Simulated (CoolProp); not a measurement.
Computed with CoolProp (reference Helmholtz-energy equation of state, Lemmon 2006). It is a short technical equation, of lower accuracy than the large ones.

**Question.** For n-decane, give the phase and the cv (kJ/(kg K)), speed of sound (m/s), expansivity (1/kK), Prandtl number at 131.75 °C and 13.1 bar; 158.75 °C and 13.1 bar.

**Answer.** 
- 131.75 °C and 13.1 bar: liquid; cv 2.21, speed of sound 859, expansivity 1.29, Prandtl number 7.10
- 158.75 °C and 13.1 bar: liquid; cv 2.31, speed of sound 770, expansivity 1.40, Prandtl number 6.39

Viscosity comes from a separate model (Huber 2004). Thermal conductivity comes from a separate model (Huber 2005).
